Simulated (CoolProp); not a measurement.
Computed with CoolProp (reference Helmholtz-energy equation of state, Lemmon 2003). It is a pseudo-pure fit of the blend.

For R410A, give the phase and the cp (kJ/(kg K)), speed of sound (m/s), Joule-Thomson coefficient (K/MPa) at 365.1 K and 0.235 MPa; 485 K and 0.235 MPa.


- 365.1 K and 0.235 MPa: gas; cp 0.924, speed of sound 217, Joule-Thomson coefficient 10.3
- 485 K and 0.235 MPa: gas; cp 1.08, speed of sound 248, Joule-Thomson coefficient 4.43
